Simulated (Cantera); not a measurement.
Cantera run, input and output.

```python
import numpy as np
import cantera as ct

gas = ct.Solution("gri30.yaml")
gas.TPX = 1500, 200000, {'CO': 1, 'H2': 0.92, 'O2': 1.14, 'N2': 4.3}
reactor = ct.IdealGasConstPressureReactor(gas, energy="on", clone=False)
net = ct.ReactorNet([reactor])
net.rtol, net.atol = 1e-08, 1e-16
show = ['CO', 'H2', 'O2', 'H', 'HO2', 'N2O']
times = np.geomspace(3e-06, 0.4, 14)

steps = ct.SolutionArray(gas, extra=["t"])
rows = []
print(f"{'t/s':>10s}{'T/K':>9s}{'P/Pa':>11s}" + "".join(f"{s:>11s}" for s in show))
for t in times:
    while net.time < t:
        t_next = net.step()
        steps.append(gas.state, t=t_next)
    rows.append([np.interp(t, steps.t, y) for y in (steps.T, steps.P, *steps(*show).X.T)])
    print(f"{t:10.3e}{rows[-1][0]:9.1f}{rows[-1][1]:11.4g}" + "".join(f"{x:11.3e}" for x in rows[-1][2:]))
rate = np.gradient(steps.T, steps.t)
print("integrator steps:", len(steps.t))
if steps.T.max() > steps.T[0] + 200:
    print(f"time of steepest temperature rise: {steps.t[rate.argmax()]:.4e} s")
gas.TPX = 1500, 200000, {'CO': 1, 'H2': 0.92, 'O2': 1.14, 'N2': 4.3}
gas.equilibrate("HP")
print(f"equilibrium (HP): T = {gas.T:.1f} K  " + "  ".join(f"{s} {gas[s].X[0]:.3e}" for s in show))
```

Output:

```
       t/s      T/K       P/Pa         CO         H2         O2          H        HO2        N2O
 3.000e-06   1500.0      2e+05  1.359e-01  1.250e-01  1.549e-01  2.049e-05  2.065e-06  1.449e-11
 7.436e-06   1544.6      2e+05  1.329e-01  8.245e-02  1.322e-01  2.077e-02  7.628e-05  1.909e-08
 1.843e-05   2162.9      2e+05  7.651e-02  1.717e-02  6.095e-02  3.204e-02  1.964e-05  2.498e-07
 4.569e-05   2537.9      2e+05  6.502e-02  1.275e-02  5.445e-02  1.343e-02  9.807e-06  3.982e-07
 1.132e-04   2762.6      2e+05  5.308e-02  9.090e-03  4.874e-02  6.378e-03  1.113e-05  7.736e-07
 2.807e-04   2801.4      2e+05  5.024e-02  8.426e-03  4.648e-02  5.402e-03  1.189e-05  9.039e-07
 6.958e-04   2796.6      2e+05  5.021e-02  8.451e-03  4.453e-02  5.305e-03  1.142e-05  9.360e-07
 1.725e-03   2790.9      2e+05  5.021e-02  8.488e-03  4.235e-02  5.203e-03  1.088e-05  1.004e-06
 4.275e-03   2789.0      2e+05  5.022e-02  8.500e-03  4.163e-02  5.169e-03  1.071e-05  1.034e-06
 1.060e-02   2788.9      2e+05  5.022e-02  8.501e-03  4.161e-02  5.168e-03  1.070e-05  1.035e-06
 2.627e-02   2788.9      2e+05  5.022e-02  8.501e-03  4.161e-02  5.168e-03  1.070e-05  1.035e-06
 6.510e-02   2788.9      2e+05  5.022e-02  8.501e-03  4.161e-02  5.168e-03  1.070e-05  1.035e-06
 1.614e-01   2788.9      2e+05  5.022e-02  8.501e-03  4.161e-02  5.168e-03  1.070e-05  1.035e-06
 4.000e-01   2788.9      2e+05  5.022e-02  8.501e-03  4.161e-02  5.168e-03  1.070e-05  1.035e-06
integrator steps: 1297
time of steepest temperature rise: 8.4833e-06 s
equilibrium (HP): T = 2788.9 K  CO 5.022e-02  H2 8.501e-03  O2 4.161e-02  H 5.168e-03  HO2 1.070e-05  N2O 1.035e-06
```

Computed with Cantera and GRI-Mech 3.0 (53 species, 325 reactions).
